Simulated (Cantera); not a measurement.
Feed: 1 mol AlCl3, 100 mol NH3, 46 mol N2, at 52.0 Pa.

These are equilibrium values from Cantera (NASA tables, ideal gas, pure condensed phases), not measurements of a reactor. Candidate condensed phases: Al, AlCl3, AlN, NH4Cl; 20 gas species. The tables' values for AlCl2 are old estimates; treat these amounts as uncertain. Equilibrium is a limit: real reactors are often held back by kinetics, nucleation or transport. All values below are at 1277 °C.

Base state: H2 0.600, N2 0.387, HCl 0.00801, AlCl 0.00398, H 0.00107, AlCl2 3.98e-5, Cl 1.14e-5 (mole fractions); condensed: gas only.

**Question.** What changes in the equilibrium state with this change: pressure from 52.0 Pa to 18.0 mbar?

**Answer.** 
| species | before | after |
|---|---|---|
| H2 | 0.600 | 0.601 |
| N2 | 0.387 | 0.387 |
| HCl | 0.00801 | 0.00981 |
| AlCl | 0.00398 | 0.00186 |
| AlCl3 | 2.58e-6 | 6.23e-5 |
| H | 0.00107 | 0.000182 |
| Cl | 1.14e-5 | 2.37e-6 |
| AlN(s), mol | 0 | 0.492 |
